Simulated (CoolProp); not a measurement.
Ethylbenzene along the isobar 5.32 MPa: fugacity coefficient from the reference equation and from simpler models built on Tc = 344.0 °C, pc = 3.622 MPa, ω = 0.304; each cubic takes its own stable root.

Model: reference Helmholtz-energy equation of state, Zhou 2012, in CoolProp.

```csv
T (°C),phase,reference,Redlich-Kwong,Peng-Robinson
159.55,liquid,0.03948,0.07017,0.03975
170.55,liquid,0.05001,[?],0.05037
181.55,liquid,0.06239,0.1012,0.06288
192.55,liquid,0.07675,0.1194,[?]
203.55,liquid,0.09319,0.1393,0.09407
214.55,liquid,0.1118,0.1609,0.1129
225.55,liquid,0.1326,0.1842,0.1341
236.55,liquid,0.1557,0.2090,0.1575
247.55,liquid,0.1810,0.2353,0.1832
258.55,liquid,0.2084,[?],[?]
269.55,liquid,0.2380,0.2916,0.2410
280.55,liquid,0.2695,0.3214,0.2729
```

**Question.** Fill in the missing entries.

**Answer.** 
- 170.55, Redlich-Kwong: 0.08481
- 192.55, Peng-Robinson: 0.07740
- 258.55, Redlich-Kwong: 0.2629
- 258.55, Peng-Robinson: 0.2111
